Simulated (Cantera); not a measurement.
**Stirred combustor or abatement burner**

A perfectly stirred reactor is fed with CH4 : O2 : N2 = 1 : 2.82 : 10.6 (molar parts), equivalence ratio 0.71, at 218 Torr; it is adiabatic with a 725 K inlet, and is followed from long to short residence time, starting on the burning branch (τ in s: 0.093, 0.037, 0.015, 0.0061, 0.0025, 0.00099, 0.0004, 0.00016, 6.5e-05).

Computed with Cantera and GRI-Mech 3.0 (53 species, 325 reactions).

```csv
τ (s),T (K),x CH4,x O2,x OH,x N2O,x O
0.093,2122,5.60e-6,0.0568,0.00585,1.47e-7,0.00148
0.037,2093,1.09e-5,0.0575,0.00691,1.30e-7,0.00221
0.015,2049,2.06e-5,0.0585,0.00811,1.09e-7,0.00339
0.0061,1990,4.02e-5,0.0598,0.00913,8.91e-8,0.00498
0.0025,1922,8.30e-5,0.0615,0.00972,7.47e-8,0.00675
0.00099,1848,0.000193,0.0639,0.00976,6.41e-8,0.00831
0.00040,1775,0.000503,0.0681,0.00910,5.59e-8,0.00871
0.00016,1688,0.00184,0.0787,0.00700,4.27e-8,0.00618
6.5e-5,725,0.0693,0.196,<1e-12,<1e-12,<1e-12
```
x: mole fraction; the columns are a selection and need not sum to one.
